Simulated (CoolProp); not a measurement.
Vapour-liquid equilibrium of ethylene (1) + propylene (2) at 113 kPa; x and y are mole fractions of (1).

Model: multi-fluid Helmholtz-energy mixture model, Smukala 2000 and Lemmon 2013; pair parameters Bell 2016, in CoolProp.

Question: Give the bubble temperature and the first vapour's composition at x = 0.5, 0.65, 0.95. Is there an azeotrope?

Answer: x = 0.5: 182.8 K, y = 0.959; x = 0.65: 178.4 K, y = 0.978; x = 0.95: 172.1 K, y = 0.998. No azeotrope shows between x = 0.05 and 0.95.

Pair parameters are fitted to limited data, so mixtures are less certain than the pure fluids.
